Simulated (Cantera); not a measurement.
Input (Python, Cantera) and output of one run.

```python
import numpy as np
import cantera as ct

gas_names = """
    CL CL2 H HCL H2 Si SiCL SiCL2 SiCL3 SiCL4 SiH SiHCL3 SiH2 SiH2CL2 SiH3 SiH3CL SiH4 Si2 Si3
""".split()
cond_names = """
    Si(cr) Si(L)
""".split()


# ... load() reads the species with a 1 bar reference pressure and builds the phases ...
atoms = {
    'SiHCl3': {'Si': 1, 'H': 1, 'CL': 3},
    'H2': {'H': 2},
}
top_T = {}  # K; cautious upper limits of use, not melting points


# ... equilibrate(T, P, feed) seeds the gas with the atoms and calls Mixture.equilibrate('TP', solver="gibbs", rtol=1e-10, max_steps=50000) ...
results = []
feed = {'SiHCl3': 1, 'H2': 14}  # mol
T = 1048  # K
for P in [100, 220, 460, 1000, 2200, 4600, 10000, 22000, 46000, 100000]:
    mix = equilibrate(T, P, feed)
    results.append((T, P, feed, dict(zip(mix.species_names, mix.species_moles))))

top = {s: max(r[3][s] / sum(r[3][g] for g in gas_names) for r in results) for s in gas_names}
cols = sorted((s for s in top if top[s] > 1e-06), key=lambda s: -top[s])[:6]
seen = [c for c in cond_names if any(r[3].get(c, 0) > 1e-12 for r in results)]
print("log10 of partial pressures in bar; condensed amounts in mol")
print(f"{'P/Pa':>10s}" + "".join(f"{s[:9]:>10s}" for s in cols + seen))
for T, P, feed, n in results:
    ng = sum(n[g] for g in gas_names)
    print(f"{P:10.4g}" + "".join(f"{np.log10(max(n[s] / ng * P / 1e5, 1e-99)):10.3f}" for s in cols)
          + "".join(f"{n.get(c, 0):10.4g}" for c in seen))
```

Result:

```
log10 of partial pressures in bar; condensed amounts in mol
      P/Pa        H2       HCL     SiCL4    SiHCL3     SiCL2     SiCL3    Si(cr)
       100    -3.047    -4.184    -4.648    -5.501    -5.052    -5.481    0.4099
       220    -2.701    -3.911    -4.247    -5.027    -4.851    -5.181    0.3878
       460    -2.378    -3.660    -3.888    -4.596    -4.672    -4.912    0.3656
      1000    -2.037    -3.398    -3.523    -4.153    -4.489    -4.638    0.3415
      2200    -1.693    -3.136    -3.164    -3.711    -4.310    -4.368    0.3168
      4600    -1.371    -2.893    -2.837    -3.304    -4.146    -4.123    0.2937
     1e+04    -1.032    -2.640    -2.500    -2.882    -3.978    -3.870    0.2695
   2.2e+04    -0.688    -2.385    -2.166    -2.460    -3.811    -3.620    0.2448
   4.6e+04    -0.367    -2.148    -1.861    -2.071    -3.658    -3.391    0.2214
     1e+05    -0.029    -1.900    -1.547    -1.666    -3.501    -3.156    0.1961
```

These are equilibrium values from Cantera (NASA tables, ideal gas, pure condensed phases), not measurements of a reactor. The tables' values for SiCl3 are old estimates; treat these amounts as uncertain.
